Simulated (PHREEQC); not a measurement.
Solution (88 °C): 0.0026 mol (NH4)2SiF6 per kg of water. Closed to the air; pH follows from the charge balance.

All values are PHREEQC results (ion-association model, wateq4f.dat), not measurements.

This is a speciation only: nothing precipitates in the calculation.

Order these F species by the share of F that they hold, largest first: H2F2, HF, SiF6-2, HF2-, F-.

HF (41 %), SiF6-2 (33 %), F- (24 %), HF2- (1.3 %), H2F2 (0.11 %)

The pH is 3.44 and the ionic strength 0.00645 mol/kgw. Examples of supersaturated solids here: Quartz (slow to form), Chalcedony (slow to form). Others may be too. Away from 25 °C the constants follow the database's enthalpies or fits; those with neither stay at their 25 °C values. SiF6-2 is the database's only silicon fluoride.
